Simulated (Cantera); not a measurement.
A perfectly stirred reactor is fed with H2 : O2 : N2 = 0.49 : 1 : 0.98 (molar parts), equivalence ratio 0.24, at 0.109 atm; it is held at 1100 K, and followed from long to short residence time.

Computed with Cantera and the H2/O2 subset of GRI-Mech 3.0, which has no nitrogen chemistry. The temperature is held fixed by assumption; the heat of reaction is taken as removed at once.

x: mole fraction; the columns are a selection and need not sum to one.

| τ (s) | x H2 | x O2 | x O | x H2O | x H2O2 | x HO2 |
|---|---|---|---|---|---|---|
| 17 | 5.98e-5 | 0.339 | 1.71e-5 | 0.220 | 3.49e-7 | (withheld) |
| 3.9 | 0.000159 | 0.339 | 4.73e-5 | 0.220 | 6.23e-7 | (withheld) |
| 0.90 | 0.000417 | 0.339 | 0.000129 | 0.220 | 1.05e-6 | (withheld) |
| 0.21 | 0.00105 | 0.339 | 0.000341 | 0.219 | 1.63e-6 | (withheld) |
| 0.048 | 0.00255 | 0.339 | 0.000881 | 0.217 | 2.30e-6 | (withheld) |
| 0.011 | 0.00594 | 0.339 | 0.00216 | 0.212 | 2.95e-6 | (withheld) |
| 0.0026 | 0.0132 | 0.339 | 0.00490 | 0.200 | 3.40e-6 | 4.75e-5 |
| 0.00060 | 0.0291 | 0.340 | 0.0102 | 0.172 | 3.33e-6 | 4.85e-5 |
| 0.00014 | 0.0635 | 0.348 | 0.0154 | 0.118 | 2.66e-6 | (withheld) |

Task: What belongs in the gaps?

Result: 
- 17, x HO2: 1.99e-6
- 3.9, x HO2: 4.71e-6
- 0.90, x HO2: 1.01e-5
- 0.21, x HO2: 1.86e-5
- 0.048, x HO2: 2.96e-5
- 0.011, x HO2: 4.03e-5
- 0.00014, x HO2: 4.17e-5
